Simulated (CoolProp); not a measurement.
The numbers come from the reference Helmholtz-energy equation of state, Gao 2022 in CoolProp.

Q: For n-perfluorohexane, give the phase and the density (kg/m³), cp (kJ/(kg K)), cv (kJ/(kg K)), Joule-Thomson coefficient (K/MPa) at 410.3 K and 181 kPa.

A: 
- 410.3 K and 181 kPa: gas; density 18.9, cp 0.977, cv 0.945, Joule-Thomson coefficient 10.9
